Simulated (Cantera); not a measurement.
What does this Cantera script print?

```python
import numpy as np
import cantera as ct

gas = ct.Solution("gri30.yaml")
gas.TPX = 998, 1700, {'H2': 0.28, 'O2': 1}
reactor = ct.IdealGasConstPressureReactor(gas, energy="off", clone=False)
net = ct.ReactorNet([reactor])
net.rtol, net.atol = 1e-08, 1e-18
show = ['H2', 'O2', 'OH', 'H2O2', 'H2O', 'HO2', 'H']
times = np.geomspace(0.0005, 100, 12)

steps = ct.SolutionArray(gas, extra=["t"])
rows = []
print(f"{'t/s':>10s}{'T/K':>9s}{'P/Pa':>11s}" + "".join(f"{s:>11s}" for s in show))
for t in times:
    while net.time < t:
        t_next = net.step()
        steps.append(gas.state, t=t_next)
    rows.append([np.interp(t, steps.t, y) for y in (steps.T, steps.P, *steps(*show).X.T)])
    print(f"{t:10.3e}{rows[-1][0]:9.1f}{rows[-1][1]:11.4g}" + "".join(f"{x:11.3e}" for x in rows[-1][2:]))
rate = np.gradient(steps.T, steps.t)
print("integrator steps:", len(steps.t))
if steps.T.max() > steps.T[0] + 200:
    print(f"time of steepest temperature rise: {steps.t[rate.argmax()]:.4e} s")
gas.TPX = 998, 1700, {'H2': 0.28, 'O2': 1}
gas.equilibrate("TP")
print(f"equilibrium (TP): T = {gas.T:.1f} K  " + "  ".join(f"{s} {gas[s].X[0]:.3e}" for s in show))
```

Output:

```
       t/s      T/K       P/Pa         H2         O2         OH       H2O2        H2O        HO2          H
 5.000e-04    998.0       1700  2.187e-01  7.812e-01  1.077e-09  7.336e-13  7.744e-09  1.116e-09  5.915e-09
 1.517e-03    998.0       1700  2.187e-01  7.812e-01  1.616e-06  8.039e-11  1.308e-05  1.903e-07  8.791e-06
 4.600e-03    998.0       1700  1.219e-02  7.094e-01  5.207e-03  5.183e-07  1.873e-01  2.075e-05  5.554e-02
 1.395e-02    998.0       1700  1.321e-03  7.508e-01  1.328e-03  7.314e-07  2.421e-01  1.728e-05  1.368e-03
 4.233e-02    998.0       1700  1.018e-04  7.541e-01  2.974e-04  4.277e-07  2.453e-01  4.721e-06  1.999e-05
 1.284e-01    998.0       1700  9.663e-06  7.543e-01  9.993e-05  1.725e-07  2.455e-01  8.389e-07  7.280e-07
 3.894e-01    998.0       1700  1.112e-06  7.544e-01  4.134e-05  6.443e-08  2.456e-01  1.632e-07  4.997e-08
 1.181e+00    998.0       1700  1.886e-07  7.544e-01  1.961e-05  2.443e-08  2.456e-01  3.932e-08  5.319e-09
 3.583e+00    998.0       1700  4.431e-08  7.544e-01  1.012e-05  9.302e-09  2.456e-01  1.104e-08  7.317e-10
 1.087e+01    998.0       1700  1.215e-08  7.544e-01  5.455e-06  3.453e-09  2.456e-01  3.455e-09  1.151e-10
 3.297e+01    998.0       1700  3.607e-09  7.544e-01  3.018e-06  1.239e-09  2.456e-01  1.320e-09  1.952e-11
 1.000e+02    998.0       1700  1.128e-09  7.544e-01  1.700e-06  4.360e-10  2.456e-01  8.418e-10  3.505e-12
integrator steps: 2044
equilibrium (TP): T = 998.0 K  H2 1.797e-10  O2 7.544e-01  OH 6.627e-07  H2O2 7.634e-11  H2O 2.456e-01  HO2 1.332e-09  H 2.226e-13
```

Model: GRI-Mech 3.0 (53 species, 325 reactions), integrated in Cantera. Radical loss at walls, strong at low pressure, is not modelled. The temperature is held fixed by assumption; the heat of reaction is taken as removed at once.
